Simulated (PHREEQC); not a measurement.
A made-up water analysis in mg/kgw, 25 °C, pH 6.65, pe 12.9:

| constituent | mg/kgw |
|---|---|
| Na | 0.012 |
| K | 0.0115 |
| Ca | 0.00743 |
| Mg | 0.0155 |
| Cl | 0.0439 |
| S(6) as SO4 | 0.0552 |
| Alkalinity as HCO3 | 0.00506 |
| Cu(2) | 0.00275 |
| Cd | 0.0077 |
| Ba | 0.00271 |
| B | 3.19e-05 |

Na is adjusted to close the charge balance.
Valence states are taken as typed.

Computed with PHREEQC (ion-association model, wateq4f.dat).

No solid was allowed to form.

Question: Order these Cu species by the share of Cu that they hold, largest first: Cu(OH)2, CuOH+, Cu+2.

Answer: Cu+2 (69 %), Cu(OH)2 (28 %), CuOH+ (3.0 %)

The ionic strength is 4.18e-6 mol/kgw. The database's constant for dissolved Cu(OH)2 is higher than later reviews accept.
